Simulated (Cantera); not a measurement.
An isothermal, constant-pressure homogeneous reactor starts with 4.17 % C2H6, 95.8 % N2, at 2000 K and 0.133 bar.

Model: GRI-Mech 3.0 (53 species, 325 reactions), integrated in Cantera. GRI-Mech 3.0 stops at C3 and has no aromatics, soot or wall deposition, so with more carbon than oxygen in the feed, carbon stays in small species such as C2H2 where larger ones or solid carbon would form.

x: mole fraction; the columns are a selection and need not sum to one.

```tsv
t (s)	x C2H6	x C2H	x C2H2	x HCN	x C2H4
7.00e-6	0.0269	(withheld)	1.14e-5	1.73e-7	0.00140
2.54e-5	0.00391	(withheld)	0.00424	1.71e-5	0.0136
9.21e-5	4.19e-5	(withheld)	0.0266	6.31e-5	0.00527
0.000334	4.99e-6	(withheld)	0.0342	8.32e-5	0.000596
0.00121	1.15e-6	7.39e-6	0.0360	9.48e-5	0.000104
0.00439	2.89e-7	7.20e-6	0.0372	0.000109	2.70e-5
0.0159	3.14e-8	(withheld)	0.0380	0.000140	5.21e-6
0.0578	1.20e-9	1.09e-5	0.0383	0.000191	2.72e-6
0.210	2.68e-11	1.16e-5	0.0383	0.000232	2.61e-6
0.760	4.91e-12	1.16e-5	0.0383	0.000252	2.61e-6
2.76	4.96e-12	1.16e-5	0.0383	0.000289	2.61e-6
10.0	5.26e-12	1.16e-5	0.0382	0.000421	2.60e-6
```

Problem. What belongs in the gaps?

Solution. 
- 7.00e-6, x C2H: 4.59e-9
- 2.54e-5, x C2H: 1.00e-5
- 9.21e-5, x C2H: 2.10e-5
- 0.000334, x C2H: 1.11e-5
- 0.0159, x C2H: 8.98e-6
